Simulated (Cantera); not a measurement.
A freely propagating, adiabatic, planar premixed flame of H2 : O2 : N2 : H2O = 1 : 0.455 : 1.71 : 0.12 (molar parts), equivalence ratio 1.1, unburnt at 625 K and 3750 Torr; multicomponent transport, grid criteria slope 0.08 and curve 0.16, no radiation.

Computed with Cantera and the H2/O2 subset of GRI-Mech 3.0, which has no nitrogen chemistry. The hydrogen kinetics of GRI-Mech 3.0 are dated; newer H2 mechanisms differ, most at raised pressure. Burning velocities carry a grid error of a few per cent, more on coarse grids.

x: mole fraction of selected species; z is measured from the peak of heat release.

```tsv
z (mm)	T (K)	u (m/s)	x H2	x O2	x H2O	x OH	x HO2	x H
-0.174	625	7.41	0.304	0.139	0.0365	<1e-8	<1e-8	<1e-8
-0.116	625	7.41	0.304	0.139	0.0365	<1e-8	<1e-8	<1e-8
-0.0868	625	7.41	0.304	0.139	0.0365	<1e-8	___	<1e-8
-0.0579	625	7.41	0.304	0.139	0.0366	<1e-8	___	<1e-8
-0.0289	658	7.69	0.292	0.140	0.0387	3.03e-5	___	4.36e-5
-0.0145	927	10.5	0.250	0.133	0.0660	0.00108	___	0.00285
0	1394	15.2	0.167	0.0968	0.148	0.00374	___	0.0181
0.0145	1725	18.6	0.0957	0.0501	0.234	0.00953	___	0.0325
0.0289	1901	20.4	0.0673	0.0274	0.274	0.0140	___	0.0340
0.0579	2075	22.0	0.0557	0.0161	0.296	0.0167	___	0.0270
0.116	2234	23.5	0.0507	0.0112	0.312	0.0162	___	0.0178
0.232	2364	24.6	0.0453	0.00755	0.327	0.0139	___	0.0109
0.463	2456	25.4	0.0402	0.00478	0.338	0.0112	___	0.00673
```

Question: Fill in the missing entries.

Answer: 
- -0.0868, x HO2: 5.94e-8
- -0.0579, x HO2: 1.35e-6
- -0.0289, x HO2: 0.000447
- -0.0145, x HO2: 0.000878
- 0, x HO2: 0.000387
- 0.0145, x HO2: 0.000165
- 0.0289, x HO2: 7.86e-5
- 0.0579, x HO2: 3.79e-5
- 0.116, x HO2: 2.06e-5
- 0.232, x HO2: 1.07e-5
- 0.463, x HO2: 5.43e-6
